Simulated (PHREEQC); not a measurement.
Consider water at 25 °C with 0.0017 mol/kgw Zn(NO3)2. Closed to the air; pH follows from the charge balance.

Computed with PHREEQC (ion-association model, phreeqc.dat).

The pH comes out as 5.92 and the ionic strength is 0.00510 mol/kgw. The specific conductance is 394 µS/cm.

| species | molality | activity | log γ |
|---|---|---|---|
| NO3- | 0.00340 | 0.00314 | -0.034 |
| Zn+2 | 0.00170 | 0.00126 | -0.130 |
| H+ | 1.28e-6 | 1.19e-6 | -0.030 |
| ZnOH+ | 1.25e-6 | 1.16e-6 | -0.033 |
| Zn(OH)2 | 1.11e-8 | 1.11e-8 | 0.001 |
| OH- | 9.16e-9 | 8.48e-9 | -0.034 |

No solid was allowed to form. Complexes and solids missing from the database can't appear.
